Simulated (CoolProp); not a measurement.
Saturated liquid density (kg/m³) of n-dodecane: the reference equation beside estimates from Tc = 385.0 °C, pc = 18.18 bar, ω = 0.574.

Computed with CoolProp (reference Helmholtz-energy equation of state, Lemmon 2004). It is a short technical equation, of lower accuracy than the large ones.

```csv
T (°C),reference,van der Waals,Peng-Robinson
86.75,699.9,360.9,637.3
103.45,687.3,355.2,629.0
120.15,674.5,349.3,620.2
136.75,661.5,343.2,610.7
153.45,648.2,336.9,600.4
170.15,634.5,330.2,589.3
186.75,620.4,323.3,577.3
203.45,605.7,316.0,564.2
```

Absolute difference from the reference over all 8 rows, mean and median: van der Waals 48.1 and 48.1 %, Peng-Robinson 7.7 and 7.5 %.
